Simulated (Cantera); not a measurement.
Input: 1 mol PbO, 1.7 mol CO, 68 mol N2, equilibrated at 1100 K.

Cantera equilibrium calculation (NASA polynomials, part measured and part estimated; ideal gas, pure solids and liquids). Candidate condensed phases: C, Pb, PbO, PbO2, Pb3O4; 27 gas species. Kinetics and transport are ignored.

x: gas mole fraction; n: condensed amount in mol.

```json
[
 {"P (Pa)": "10", "x N2": "0.962", "x CO2": "0.0141", "x Pb": "0.0141", "x CO": "0.00990", "x PbO": "2.16e-7", "x Pb2": "[?]", "n Pb(l)": "0"},
 {"P (Pa)": "42", "x N2": "0.962", "x CO2": "0.0141", "x Pb": "0.0141", "x CO": "0.00990", "x PbO": "2.16e-7", "x Pb2": "[?]", "n Pb(l)": "0"},
 {"P (Pa)": "180", "x N2": "0.962", "x CO2": "0.0141", "x Pb": "0.0141", "x CO": "0.00990", "x PbO": "2.16e-7", "x Pb2": "[?]", "n Pb(l)": "0"},
 {"P (Pa)": "750", "x N2": "0.962", "x CO2": "0.0141", "x Pb": "0.0141", "x CO": "0.00990", "x PbO": "2.16e-7", "x Pb2": "[?]", "n Pb(l)": "0"},
 {"P (Pa)": "3200", "x N2": "0.972", "x CO2": "0.0143", "x Pb": "0.00379", "x CO": "0.0100", "x PbO": "5.78e-8", "x Pb2": "[?]", "n Pb(l)": "0.735"},
 {"P (Pa)": "13000", "x N2": "0.975", "x CO2": "0.0143", "x Pb": "0.000932", "x CO": "0.0100", "x PbO": "1.42e-8", "x Pb2": "[?]", "n Pb(l)": "0.935"},
 {"P (Pa)": "56000", "x N2": "0.975", "x CO2": "0.0143", "x Pb": "0.000216", "x CO": "0.0100", "x PbO": "3.30e-9", "x Pb2": "[?]", "n Pb(l)": "0.985"},
 {"P (Pa)": "240000", "x N2": "0.976", "x CO2": "0.0143", "x Pb": "5.05e-5", "x CO": "0.0100", "x PbO": "7.71e-10", "x Pb2": "[?]", "n Pb(l)": "0.996"},
 {"P (Pa)": "1000000", "x N2": "0.976", "x CO2": "0.0143", "x Pb": "1.21e-5", "x CO": "0.0100", "x PbO": "1.85e-10", "x Pb2": "[?]", "n Pb(l)": "0.999"}
]
```

Problem. What belongs in the gaps?

Solution. 
- 10, x Pb2: 2.01e-9
- 42, x Pb2: 8.45e-9
- 180, x Pb2: 3.62e-8
- 750, x Pb2: 1.51e-7
- 3200, x Pb2: 4.61e-8
- 13000, x Pb2: 1.14e-8
- 56000, x Pb2: 2.64e-9
- 240000, x Pb2: 6.15e-10
- 1000000, x Pb2: 1.48e-10
